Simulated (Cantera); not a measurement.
A perfectly stirred reactor is fed with 3.19 % H2, 96.8 % O2, equivalence ratio 0.017, at 11.3 Torr; it is held at 1000 K, and followed from long to short residence time.

Model: the H2/O2 subset of GRI-Mech 3.0, which has no nitrogen chemistry, integrated in Cantera. Radical loss at walls, strong at low pressure, is not modelled.

One state of this run: x H2 = 0.00207; x O2 = 0.961; x O = 0.00570; x H = 0.00165; x H2O = 0.0289; x HO2 = 5.64e-6; x OH = 0.00108. x: mole fraction; the columns are a selection and need not sum to one.

Question: Which value of τ (s) does it belong to?
A) 0.12
B) 0.037
C) 1.2
D) 0.012

Answer: B, 0.037
